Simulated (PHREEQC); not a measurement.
Consider water at 93 °C with 0.0012 mol/kgw CuSO4, 6.1e-05 mol/kgw H2SO4, 0.00014 mol/kgw H3BO3 and 4e-05 mol/kgw HBr. Closed to the air; pH follows from the charge balance.

Equilibrium calculation in PHREEQC: ion-association model, phreeqc.dat.

Question: The ionic strength comes out as 0.00424 mol/kgw. What activity coefficients do Cu+2, Br-, H+, SO4-2, HSO4- get?

Answer: Cu+2 0.73, Br- 0.92, H+ 0.93, SO4-2 0.73, HSO4- 0.92.

This is a speciation only: nothing precipitates in the calculation. At this temperature some constants are extrapolated from 25 °C, and those without enthalpy data are left unchanged.
